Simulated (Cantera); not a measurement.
Charge: 1 mol CH₃SiCl₃, 6.2 mol H₂, held at 777 °C and 7.10 mbar.

Equilibrium computed with Cantera from the NASA thermochemical tables; the gas is ideal and each condensed phase is pure. Candidate condensed phases: C, C₆H₆, C₇H₈, C₈H₁₈, Si, SiC; 109 gas species. The feed counts by its element totals alone. The tables' values for SiCl₃ are old estimates; treat these amounts as uncertain. Rates play no part.

What is the equilibrium state?


| Item | Value |
|---|---|
| x(H₂) | 0.737 |
| x(HCl) | 0.238 |
| x(SiCl₄) | 0.0231 |
| x(SiHCl₃) | 0.000743 |
| x(SiCl₃) | 0.000330 |
| x(CH₄) | 0.000221 |
| x(SiCl₂) | 8.51e-5 |
| x(SiH₂Cl₂) | 2.72e-6 |
| n(C(graphite)) | 0.216 mol |
| n(SiC(s)) | 0.782 mol |
| gas amount | 8.982 mol |
| log10 activity of Si(s) (absent) | -3.23 |
